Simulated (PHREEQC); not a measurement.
Solution (25 °C): 0.17 mol/kgw KOH. It is in equilibrium with CO2 at log p = -1 (atm). Otherwise closed; pH follows from the charge balance.

Equilibrium calculation in PHREEQC: Pitzer model, pitzer.dat.

```
quantity          before    after
---------------  -------  -------
pH                  7.89     8.04
CO2 (mol/kgw)    0.00334  0.00331
CO3-2 (mol/kgw)  0.00160  0.00383
```

**Question.** What was changed between the two runs?
(A) KOH from 0.17 to 0.255 mol/kgw
(B) temperature from 25 to 75 °C
(C) KOH from 0.17 to 0.187 mol/kgw
(D) diluted 100-fold with water
(E) temperature from 25 to 15 °C

**Answer.** A, KOH from 0.17 to 0.255 mol/kgw

This is a speciation only: nothing precipitates in the calculation.
